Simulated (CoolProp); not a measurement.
Model: reference Helmholtz-energy equation of state, Lemmon 2005, in CoolProp. It is a short technical equation, of lower accuracy than the large ones.

For 1-butene, give the phase and the density (kg/m³), Joule-Thomson coefficient (K/MPa), isothermal compressibility (1/MPa), expansivity (1/kK) at -137.65 °C and 0.911 MPa; -125.05 °C and 0.911 MPa; -87.25 °C and 0.911 MPa.


- -137.65 °C and 0.911 MPa: liquid; density 766, Joule-Thomson coefficient -0.560, isothermal compressibility 0.000566, expansivity 1.39
- -125.05 °C and 0.911 MPa: liquid; density 753, Joule-Thomson coefficient -0.556, isothermal compressibility 0.000632, expansivity 1.40
- -87.25 °C and 0.911 MPa: liquid; density 714, Joule-Thomson coefficient -0.528, isothermal compressibility 0.000889, expansivity 1.46
